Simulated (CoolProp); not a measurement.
Vapour-liquid equilibrium of R125 (1) + fluoroethane (R161) (2) at 1.3 MPa; x and y are mole fractions of (1).

Values from CoolProp's multi-fluid Helmholtz-energy mixture model, Lemmon 2005 and Wu 2012; pair parameters Bell 2016.

```tsv
x	bubble temperature, mixture model (°C)	bubble temperature, Raoult's law (°C)	y, mixture model	y, Raoult's law
0.05	37.4	37.1	0.063	0.072
0.125	36.2	35.8	0.158	0.174
0.2	34.9	34.4	0.252	0.270
0.275	33.5	33.2	0.343	0.360
0.35	32.0	32.0	0.429	0.444
0.425	30.6	30.8	___	0.523
0.5	29.2	29.6	0.585	0.597
0.575	28.0	28.5	0.654	0.668
0.65	26.8	27.4	0.719	0.734
0.725	___	26.4	___	0.797
0.8	24.7	25.4	___	0.856
0.875	___	24.4	0.898	0.913
0.95	23.2	23.4	0.958	0.966
```

**Question.** What belongs in the gaps?

**Answer.** 
- 0.425, y, mixture model: 0.510
- 0.725, bubble temperature, mixture model (°C): 25.7
- 0.725, y, mixture model: 0.780
- 0.8, y, mixture model: 0.839
- 0.875, bubble temperature, mixture model (°C): 23.9

The largest gap from Raoult's law is -0.7 K in bubble temperature, at x = 0.725. No azeotrope shows between x = 0.05 and 0.95.

The pair parameters rest on a limited set of measurements; away from them the model extrapolates. The gap from Raoult's law changes sign with composition, which may be real or a fault of the pair parameters; it wasn't checked against measurements.
